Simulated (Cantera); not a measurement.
Thermodynamics of silicon carbide growth, feed SiH₄ + C₂H₄ + H₂

Charge: 1 mol SiH₄, a varied amount of C₂H₄, 4.9 mol H₂, equilibrated at 1823.15 K and 0.00160 bar.

These are equilibrium values from Cantera (NASA tables, ideal gas, pure condensed phases), not measurements of a reactor. Candidate condensed phases: C, C₆H₆, C₇H₈, C₈H₁₈, Si, SiC; 87 gas species. Mutual solubility and eutectic melting of coexisting phases are not modelled. Gases not in the tables: Si₂H₆ and higher silanes. Equilibrium is a limit: real reactors are often held back by kinetics, nucleation or transport.

| n(C₂H₄) (mol) | x H₂ | x H | x Si | x C₂H₂ (acetylene) | n Si(l) | n SiC(s) | n C(graphite) |
|---|---|---|---|---|---|---|---|
| 0.032 | 0.986 | 0.0108 | 0.00277 | 1.49e-7 | 0.915 | 0.0638 | 0 |
| 0.14 | 0.986 | 0.0108 | 0.00277 | 1.49e-7 | 0.698 | 0.280 | 0 |
| 0.24 | 0.986 | 0.0108 | 0.00277 | 1.49e-7 | 0.498 | 0.480 | 0 |
| 0.34 | 0.986 | 0.0108 | 0.00277 | 1.49e-7 | 0.297 | 0.680 | 0 |
| 0.45 | 0.986 | 0.0108 | 0.00277 | 1.49e-7 | 0.0764 | 0.900 | 0 |
| 0.55 | 0.989 | 0.0108 | 7.40e-5 | 0.000209 | 0 | 0.999 | 0.0972 |
| 0.66 | 0.989 | 0.0108 | 7.40e-5 | 0.000209 | 0 | 0.999 | 0.317 |
| 0.76 | 0.989 | 0.0108 | 7.40e-5 | 0.000209 | 0 | 0.999 | 0.517 |
x: gas mole fraction; n: condensed amount in mol.

From 0.032 mol C₂H₄ to 0.45 mol C₂H₄ the condensed part is Si(l) + SiC(s). From 0.55 mol C₂H₄ to 0.76 mol C₂H₄ the condensed part is C(graphite) + SiC(s). The main Si-bearing gas is Si throughout.
